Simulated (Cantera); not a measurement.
A closed system holds: 1 mol MgO, 0.89 mol H2S, 0.92 mol H2O, held at 998 K and 0.100 bar.

Cantera equilibrium calculation (NASA polynomials, part measured and part estimated; ideal gas, pure solids and liquids). Candidate condensed phases: H2O, H2SO4, Mg, MgO, Mg(OH)2, MgS, MgSO4, S; 26 gas species. Gases not in the tables: S3 to S7. Kinetics and transport are ignored.

Base state: H2O 0.493, H2S 0.421, H2 0.0573, S2 0.0281, SO2 0.000343, S2O 4.16e-5, SH 3.23e-5 (mole fractions); condensed: MgO(s).

Q: What changes in the equilibrium state with this change: temperature from 998 K to 1125 K?

A: 
```json
[
 {"species": "H2O", "before": "0.493", "after": "0.478"},
 {"species": "H2S", "before": "0.421", "after": "0.350"},
 {"species": "H2", "before": "0.0573", "after": "0.115"},
 {"species": "S2", "before": "0.0281", "after": "0.0561"},
 {"species": "SH", "before": "3.23e-5", "after": "0.000178"},
 {"species": "S2O", "before": "4.16e-5", "after": "9.56e-5"},
 {"species": "SO2", "before": "0.000343", "after": "0.000709"},
 {"species": "MgO(s), mol", "before": "1.00", "after": "1.00"}
]
```

Q: What changes in the equilibrium state with this change: H2S from 0.89 to 0.16 mol?

A: 
```csv
species,before,after
H2O,0.493,0.836
H2S,0.421,0.123
H2,0.0573,0.0279
S2,0.0281,0.0101
SO2,0.000343,0.00249
SH,3.23e-5,1.35e-5
S2O,4.16e-5,5.23e-5
"MgO(s), mol",1.00,1.00
```
